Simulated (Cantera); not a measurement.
Input (Python, Cantera):

```python
import numpy as np
import cantera as ct

gas = ct.Solution("gri30.yaml")
gas.TPX = 523, 340000, {'H2': 1, 'O2': 0.694, 'N2': 2.61, 'CO2': 0.037}
inlet = ct.Reservoir(gas, clone=True)
gas.equilibrate("HP")  # start burning
reactor = ct.IdealGasConstPressureReactor(gas, energy="on", clone=False)
exhaust = ct.Reservoir(gas, clone=True)
tau = [0.022, 0.01, 0.0045, 0.002, 0.0009, 0.0004, 0.00018, 8.1e-05, 3.6e-05, 1.6e-05][0]
for a, b in ((inlet, reactor), (reactor, exhaust)):
    ct.MassFlowController(a, b, mdot=lambda t: reactor.mass / tau)
net = ct.ReactorNet([reactor])
show = ['H2', 'O2', 'NO2', 'NO', 'N2O', 'O']

rows = []
print(f"{'tau/s':>10s}{'T/K':>9s}" + "".join(f"{s:>11s}" for s in show))
for tau in [0.022, 0.01, 0.0045, 0.002, 0.0009, 0.0004, 0.00018, 8.1e-05, 3.6e-05, 1.6e-05]:
    net.initial_time = 0.0
    net.advance(30 * tau)
    before = gas.X
    net.advance(40 * tau)
    drift = np.max(np.abs(gas.X - before) / (gas.X + 1e-9))
    rows.append([gas.T, *gas[show].X, drift])
    print(f"{tau:10.3e}{gas.T:9.1f}" + "".join(f"{x:11.3e}" for x in gas[show].X))
```

It prints:

```
     tau/s      T/K         H2         O2        NO2         NO        N2O          O
 2.200e-02   2202.4  8.774e-04  4.924e-02  9.648e-07  8.269e-04  5.651e-07  3.824e-04
 1.000e-02   2200.5  1.030e-03  4.942e-02  5.389e-07  4.476e-04  6.078e-07  4.366e-04
 4.500e-03   2195.4  1.337e-03  4.950e-02  3.215e-07  2.561e-04  6.790e-07  5.470e-04
 2.000e-03   2185.2  1.932e-03  4.956e-02  2.066e-07  1.596e-04  7.679e-07  7.673e-04
 9.000e-04   2167.7  2.969e-03  4.968e-02  1.361e-07  1.074e-04  8.216e-07  1.164e-03
 4.000e-04   2139.0  4.700e-03  5.000e-02  8.561e-08  7.399e-05  7.940e-07  1.847e-03
 1.800e-04   2095.6  7.309e-03  5.066e-02  5.368e-08  5.315e-05  6.998e-07  2.907e-03
 8.100e-05   2032.4  1.102e-02  5.187e-02  3.653e-08  4.189e-05  5.841e-07  4.444e-03
 3.600e-05   1943.6  1.606e-02  5.393e-02  2.783e-08  3.640e-05  4.734e-07  6.475e-03
 1.600e-05   1827.1  2.286e-02  5.733e-02  2.149e-08  3.108e-05  3.741e-07  8.663e-03
```

Model: GRI-Mech 3.0 (53 species, 325 reactions), integrated in Cantera. The hydrogen kinetics of GRI-Mech 3.0 are dated; newer H2 mechanisms differ, most at raised pressure.
